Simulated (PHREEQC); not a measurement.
A column of 0.2 m (40 cells, dispersivity 0.016 m, 60 s a shift, diffusion coefficient 3e-10 m²/s) holds 0.057 eq of the database's cation exchanger X per kg of pore water, first in equilibrium with 0.098 mol/kgw KBr and 1e-05 mol/kgw HCl. It is flushed with 0.035 mol/kgw NH4Cl and 1e-05 mol/kgw HCl, at 25 °C. Values are for the last cell. CO2 from the air is kept out. Precipitation was switched off in this run.

Base run: PHREEQC, ion-association model, phreeqc.dat. Each further column changes one thing. The table gives NH4 in solution (mol/kgw).

| pore volumes | base | exchange capacity from 0.057 to 0.029 eq/kgw | dispersivity from 0.016 to 0.032 m |
|---|---|---|---|
| 0 | 0 | 0 | 0 |
| 0.6125 | 0.000331 | 0.00119 | 0.00153 |
| 1.413 | 0.00603 | 0.0135 | 0.00959 |
| 2.013 | 0.0126 | 0.0222 | 0.0152 |
| 2.612 | 0.0197 | 0.0286 | 0.0204 |
| 3.413 | 0.0268 | 0.0329 | 0.0259 |
| 4.013 | 0.0301 | 0.0341 | 0.0288 |
| 4.612 | 0.0322 | 0.0346 | 0.0308 |
| 5.412 | 0.0337 | 0.0349 | 0.0325 |
| 6.013 | 0.0343 | 0.0350 | 0.0333 |
